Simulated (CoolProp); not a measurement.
A single-stage vapour-compression cycle with carbon dioxide: evaporating at 228.15 K (dew point), condensing at 260.15 K (bubble point), superheat 10 K, subcooling 0 K, compressor efficiency 0.7, no pressure losses. Each further row changes one setting.

The numbers come from the reference Helmholtz-energy equation of state, Span 1996 in CoolProp.

```tsv
case	cooling COP	pressure ratio	discharge temperature (K)	refrigerating effect (kJ/kg)	volumetric capacity (kJ/m³)
as stated	3.89	2.92	329.6	274	5600
evaporating temperature 233.15 K	4.82	2.42	318.1	276	___
condensing temperature 255.15 K	4.77	2.52	316.0	285	5820
subcooling 5 K	___	2.92	329.6	285	5820
superheat 20 K	3.81	2.92	342.8	283	5470
compressor efficiency 0.6	3.33	2.92	___	274	5600
```

Fill in the missing entries.


- evaporating temperature 233.15 K, volumetric capacity (kJ/m³): 6760
- subcooling 5 K, cooling COP: 4.04
- compressor efficiency 0.6, discharge temperature (K): 341.2
